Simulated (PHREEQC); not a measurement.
**City or well water: speciation**

Synthetic water in mg/L, 25 °C, pH 8.35, pe 9.3:

| constituent | mg/L |
|---|---|
| Na | 36.1 |
| K | 12.9 |
| Ca | 13.5 |
| Mg | 14.5 |
| Cl | 52 |
| S(6) as SO4 | 65.4 |
| Alkalinity as HCO3 | 61.6 |
| Si as SiO2 | 1.23 |
| O(0) (dissolved oxygen) | 0.78 |
| Li | 0.0321 |
| Sr | 0.828 |

Valence states are taken as typed.

All values are PHREEQC results (ion-association model, phreeqc.dat), not measurements.

This is a speciation only: nothing precipitates in the calculation.

Q: What specific conductance, charge-balance error does the model give?

A: specific conductance 421 µS/cm; charge-balance error -0.7 %.

Q: In which forms is Ca present?

A: Ca+2 93 %, CaSO4 5.5 %, CaCO3 1.1 %, CaHCO3+ 0.8 % of the Ca.
